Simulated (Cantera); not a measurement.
A freely propagating, adiabatic, planar premixed flame of 5.48 % CH4, 7.12 % CO, 18.4 % O2, 69.0 % N2, unburnt at 525 K and 5.00 bar; mixture-averaged transport, grid criteria slope 0.08 and curve 0.16, no radiation.

Model: GRI-Mech 3.0 (53 species, 325 reactions), integrated in Cantera. Burning velocities carry a grid error of a few per cent, more on coarse grids.

Q: Predict: laminar burning velocity; thermal thickness; peak x(OH); peak x(C2H4); peak x(CH3).

A: 
```
Property                     Result
------------------------  ---------
laminar burning velocity  53.7 cm/s
thermal thickness          0.113 mm
peak x(OH)                  0.00596
peak x(C2H4)               0.000145
peak x(CH3)                0.000720
```
